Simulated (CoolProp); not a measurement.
Aqueous magnesium chloride as a coolant, 17 % by mass, freezing at -21.0 °C, 1 atm.

Model: Melinder's fits for secondary coolants, in CoolProp.

```json
[
 {"T (°C)": "-19.2", "conductivity (W/(m K))": "0.491", "density (kg/m³)": "1157", "cp (kJ/(kg K))": "3.145", "Prandtl number": "50.6"},
 {"T (°C)": "-14.6", "conductivity (W/(m K))": "0.498", "density (kg/m³)": "1156", "cp (kJ/(kg K))": "3.158", "Prandtl number": "41.9"},
 {"T (°C)": "-9.9", "conductivity (W/(m K))": "0.505", "density (kg/m³)": "1155", "cp (kJ/(kg K))": "3.170", "Prandtl number": "34.9"},
 {"T (°C)": "-5.3", "conductivity (W/(m K))": "0.513", "density (kg/m³)": "1154", "cp (kJ/(kg K))": "3.183", "Prandtl number": "29.4"},
 {"T (°C)": "-0.7", "conductivity (W/(m K))": "0.521", "density (kg/m³)": "1153", "cp (kJ/(kg K))": "3.195", "Prandtl number": "24.9"},
 {"T (°C)": "3.9", "conductivity (W/(m K))": "0.529", "density (kg/m³)": "1152", "cp (kJ/(kg K))": "3.207", "Prandtl number": "21.2"},
 {"T (°C)": "8.5", "conductivity (W/(m K))": "0.537", "density (kg/m³)": "1151", "cp (kJ/(kg K))": "3.218", "Prandtl number": "18.2"},
 {"T (°C)": "13.1", "conductivity (W/(m K))": "0.545", "density (kg/m³)": "1149", "cp (kJ/(kg K))": "3.230", "Prandtl number": "15.6"},
 {"T (°C)": "17.8", "conductivity (W/(m K))": "0.553", "density (kg/m³)": "1147", "cp (kJ/(kg K))": "3.242", "Prandtl number": "13.5"},
 {"T (°C)": "22.4", "conductivity (W/(m K))": "0.561", "density (kg/m³)": "1146", "cp (kJ/(kg K))": "3.254", "Prandtl number": "11.6"},
 {"T (°C)": "27", "conductivity (W/(m K))": "0.569", "density (kg/m³)": "1144", "cp (kJ/(kg K))": "3.266", "Prandtl number": "10.1"},
 {"T (°C)": "31.6", "conductivity (W/(m K))": "0.576", "density (kg/m³)": "1142", "cp (kJ/(kg K))": "3.278", "Prandtl number": "8.69"}
]
```
